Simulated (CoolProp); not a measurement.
Vapour-liquid equilibrium of R152A (1) + R113 (2) at -10.95 °C; x and y are mole fractions of (1).

Computed with CoolProp (multi-fluid Helmholtz-energy mixture model, Outcalt 1996 and Marx 1992; pair parameters Bell 2016).

Problem. Give the bubble pressure and the first vapour's composition at x = 0.05, 0.35, 0.5. Is there an azeotrope?

Solution. x = 0.05: 0.02931 MPa, y = 0.716; x = 0.35: 0.1071 MPa, y = 0.937; x = 0.5: 0.1252 MPa, y = 0.952. No azeotrope shows between x = 0.05 and 0.95.

The pair parameters rest on a limited set of measurements; away from them the model extrapolates. With so large a gap from Raoult's law the liquid may split in two, which this calculation doesn't test in full.
